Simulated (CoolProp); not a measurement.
Properties of oxygen along the isotherm 119 K.

Values from CoolProp's reference Helmholtz-energy equation of state, Schmidt 1985.

```json
[
 {"p (kPa)": "688", "phase": "gas", "density (kg/m³)": "24.92", "Joule-Thomson coefficient (K/MPa)": "14.61", "conductivity (mW/(m K))": "11.7", "fugacity coefficient": "0.9033"},
 {"p (kPa)": "1380", "phase": "liquid", "density (kg/m³)": "982.6", "Joule-Thomson coefficient (K/MPa)": "-0.1017", "conductivity (mW/(m K))": "109", "fugacity coefficient": "0.6122"},
 {"p (kPa)": "2060", "phase": "liquid", "density (kg/m³)": "986.1", "Joule-Thomson coefficient (K/MPa)": "-0.1131", "conductivity (mW/(m K))": "110", "fugacity coefficient": "0.4194"},
 {"p (kPa)": "2750", "phase": "liquid", "density (kg/m³)": "989.5", "Joule-Thomson coefficient (K/MPa)": "-0.1238", "conductivity (mW/(m K))": "111", "fugacity coefficient": "0.3213"},
 {"p (kPa)": "3440", "phase": "liquid", "density (kg/m³)": "992.8", "Joule-Thomson coefficient (K/MPa)": "-0.1339", "conductivity (mW/(m K))": "112", "fugacity coefficient": "0.2627"},
 {"p (kPa)": "4130", "phase": "liquid", "density (kg/m³)": "996.1", "Joule-Thomson coefficient (K/MPa)": "-0.1434", "conductivity (mW/(m K))": "113", "fugacity coefficient": "0.2238"},
 {"p (kPa)": "4820", "phase": "liquid", "density (kg/m³)": "999.2", "Joule-Thomson coefficient (K/MPa)": "-0.1524", "conductivity (mW/(m K))": "114", "fugacity coefficient": "0.1961"},
 {"p (kPa)": "5510", "phase": "liquid", "density (kg/m³)": "1002", "Joule-Thomson coefficient (K/MPa)": "-0.1609", "conductivity (mW/(m K))": "114", "fugacity coefficient": "0.1754"},
 {"p (kPa)": "6190", "phase": "liquid", "density (kg/m³)": "1005", "Joule-Thomson coefficient (K/MPa)": "-0.1688", "conductivity (mW/(m K))": "115", "fugacity coefficient": "0.1596"},
 {"p (kPa)": "6880", "phase": "liquid", "density (kg/m³)": "1008", "Joule-Thomson coefficient (K/MPa)": "-0.1764", "conductivity (mW/(m K))": "116", "fugacity coefficient": "0.1468"},
 {"p (kPa)": "7570", "phase": "liquid", "density (kg/m³)": "1011", "Joule-Thomson coefficient (K/MPa)": "-0.1836", "conductivity (mW/(m K))": "117", "fugacity coefficient": "0.1364"}
]
```

Thermal conductivity comes from a separate model (Lemmon 2004).
